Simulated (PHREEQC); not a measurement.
Make-up at 3.8 °C: 0.056 mol MgCl2, 0.00012 mol NaHCO3 and 0.86 mol NaCl per kg of water. Closed to the air; pH follows from the charge balance.

All values are PHREEQC results (ion-association model, phreeqc.dat), not measurements.

```tsv
quantity	before	after
pH	7.78	7.85
HCO3- (mol/kgw)	8.12e-5	9.24e-5
NaHCO3 (mol/kgw)	1.73e-5	3.98e-9
CO2 (mol/kgw)	2.49e-6	3.25e-6
SI of Halite (NaCl)	-1.97	-6.67
```

**Question.** Which change was made?
A) 0.63 mol/kgw HCl added
B) diluted 2-fold with water
C) NaHCO3 from 0.00012 to 0.000108 mol/kgw
D) NaCl left out
E) NaHCO3 from 0.00012 to 0.00024 mol/kgw

**Answer.** D, NaCl left out

No solid was allowed to form. The ionic strength passes 0.7 mol/kgw, the rough limit of the ion-association models, in before. Away from 25 °C the constants follow the database's enthalpies or fits; those with neither stay at their 25 °C values.
